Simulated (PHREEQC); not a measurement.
Consider water at 25 °C with 0.003 mol HF, 0.004 mol NaF, 0.0011 mol H4SiO4 and 0.0079 mol H3PO4 per kg of water. Closed to the air; pH follows from the charge balance.

Model: ion-association model, phreeqc.dat, run in PHREEQC.

```
quantity                    before     after
------------------------  --------  --------
pH                            2.50      2.44
ionic strength (mol/kgw)   0.00820   0.00879
HF (mol/kgw)               0.00216   0.00130
F- (mol/kgw)              0.000496  0.000376
HF2- (mol/kgw)             4.10e-6   1.52e-6
NaF (mol/kgw)              9.42e-7   7.14e-7
```

Q: Which change was made?
A) H4SiO4 left out
B) temperature from 25 to 5 °C
C) diluted 10-fold with water
D) HF from 0.003 to 0.0045 mol/kgw
E) 0.00019 mol/kgw HCl added

A: B, temperature from 25 to 5 °C

This is a speciation only: nothing precipitates in the calculation. Some of these states are supersaturated (in Quartz (slow to form), Chalcedony (slow to form), for instance). Away from 25 °C the constants follow the database's enthalpies or fits; those with neither stay at their 25 °C values. SiF6-2 is the database's only silicon fluoride.
